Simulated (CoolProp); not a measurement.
R245fa along the isobar 834 kPa: Z from the reference equation and from simpler models built on Tc = 153.9 °C, pc = 3651 kPa, ω = 0.378; each cubic takes its own stable root.

Model: reference Helmholtz-energy equation of state, Akasaka 2015, in CoolProp.

| T (°C) | phase | reference | Redlich-Kwong | Soave-Redlich-Kwong | Peng-Robinson |
|---|---|---|---|---|---|
| -50.55 | liquid | 0.03955 | 0.04555 | 0.04393 | 0.03907 |
| -33.85 | liquid | 0.03775 | 0.04350 | 0.04175 | 0.03708 |
| -17.15 | liquid | 0.03627 | 0.04187 | 0.03999 | 0.03547 |
| -0.45 | liquid | 0.03505 | 0.04060 | 0.03858 | 0.03418 |
| 16.35 | liquid | 0.03406 | 0.03967 | 0.03750 | 0.03318 |
| 33.05 | liquid | 0.03330 | 0.03909 | 0.03676 | 0.03248 |
| 49.75 | liquid | 0.03278 | 0.03890 | 0.03638 | 0.03210 |
| 66.45 | liquid | 0.03251 | 0.8280 | 0.03641 | 0.03210 |
| 83.25 | gas | 0.8209 | 0.8537 | 0.8351 | 0.8250 |
| 99.95 | gas | 0.8558 | 0.8740 | 0.8619 | 0.8522 |
| 116.65 | gas | 0.8814 | 0.8905 | 0.8833 | 0.8739 |
| 133.35 | gas | 0.9009 | 0.9041 | 0.9006 | 0.8917 |
| 150.15 | gas | 0.9163 | 0.9156 | 0.9151 | 0.9064 |
| 166.85 | gas | 0.9286 | 0.9253 | 0.9270 | 0.9187 |

At some of these states Redlich-Kwong gives the other phase, because its saturation line lies elsewhere.
